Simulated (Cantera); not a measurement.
A perfectly stirred reactor is fed with H2 : O2 : N2 = 1.2 : 1 : 4.3 (molar parts), equivalence ratio 0.60, at 315 Torr; it is held at 1275 K, and followed from long to short residence time.

Cantera simulation using GRI-Mech 3.0 (53 species, 325 reactions); the numbers are that mechanism's predictions, not measurements. The temperature is held fixed by assumption; the heat of reaction is taken as removed at once.

```tsv
quantity	before	after
x(H2) at τ = 3.70 s	5.45e-5	0.0997
x(O2) at τ = 3.70 s	0.0678	4.38e-5
x(NO2) at τ = 3.70 s	8.70e-9	<1e-12
x(HO2) at τ = 3.70 s	1.56e-6	2.97e-8
x(OH) at τ = 3.70 s	0.000172	2.42e-5
x(H2) at τ = 0.120 s	0.000531	0.0984
x(O2) at τ = 0.120 s	0.0678	0.000255
x(NO2) at τ = 0.120 s	1.68e-9	1.09e-12
x(HO2) at τ = 0.120 s	9.96e-6	1.73e-7
x(OH) at τ = 0.120 s	0.000541	0.000135
```

**Question.** What was changed between the two runs?
A) pressure from 315 Torr to 750 Torr
B) H2 1.2 to 2.7 parts
C) temperature 1275 to 1050 K
D) temperature 1275 to 1075 K

**Answer.** B, H2 1.2 to 2.7 parts
